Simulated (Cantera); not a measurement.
Charge: 1 mol SiH2Cl2, 1.2 mol O3, held at 0.230 bar.

These are equilibrium values from Cantera (NASA tables, ideal gas, pure condensed phases), not measurements of a reactor. Candidate condensed phases: H2O, Si, SiO2; 30 gas species. The tables hold silica as quartz up to 1696 K and as liquid above; real silica turns to tridymite and cristobalite and melts near 1996 K. Gases not in the tables: Si(OH)4. Rates play no part.

Problem. Which condensed phases are stable at each of these points (T (°C)): 400, 500, 600, 700, 800, 900, 1000, 1100, 1200, 1300?

Solution. 
```json
[
 {"T (°C)": "400", "condensed phases": "SiO2(α-quartz)", "Si condensed (%)": "100.0"},
 {"T (°C)": "500", "condensed phases": "SiO2(α-quartz)", "Si condensed (%)": "100.0"},
 {"T (°C)": "600", "condensed phases": "SiO2(β-quartz)", "Si condensed (%)": "100.0"},
 {"T (°C)": "700", "condensed phases": "SiO2(β-quartz)", "Si condensed (%)": "100.0"},
 {"T (°C)": "800", "condensed phases": "SiO2(β-quartz)", "Si condensed (%)": "100.0"},
 {"T (°C)": "900", "condensed phases": "SiO2(β-quartz)", "Si condensed (%)": "100.0"},
 {"T (°C)": "1000", "condensed phases": "SiO2(β-quartz)", "Si condensed (%)": "100.0"},
 {"T (°C)": "1100", "condensed phases": "SiO2(β-quartz)", "Si condensed (%)": "100.0"},
 {"T (°C)": "1200", "condensed phases": "SiO2(β-quartz)", "Si condensed (%)": "100.0"},
 {"T (°C)": "1300", "condensed phases": "SiO2(β-quartz)", "Si condensed (%)": "100.0"}
]
```

From 400 °C to 500 °C the condensed part is SiO2(α-quartz). From 600 °C to 1300 °C the condensed part is SiO2(β-quartz).
